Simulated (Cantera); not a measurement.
A closed system holds: 1 mol C₆H₆, 0.13 mol O₂, 25 mol H₂, 0.046 mol H₂O, equilibrated at 748.15 K and 0.225 Torr.

Method: chemical equilibrium by Gibbs-energy minimisation in Cantera with the NASA 1993 tables (ideal gas, pure condensed phases). Candidate condensed phases: C, C₆H₆, C₇H₈, C₈H₁₈, H₂O; 110 gas species. The numbers say what is thermodynamically allowed, not how fast it happens.

Question: What is the equilibrium state?

Answer: 
```
Item               Result
--------------  ---------
x(H₂)               0.988
x(CO)              0.0105
x(CH₄)           0.000968
x(H₂O)           0.000298
x(CO₂)            1.96e-5
n(C(graphite))   5.68 mol
gas amount      28.32 mol
```
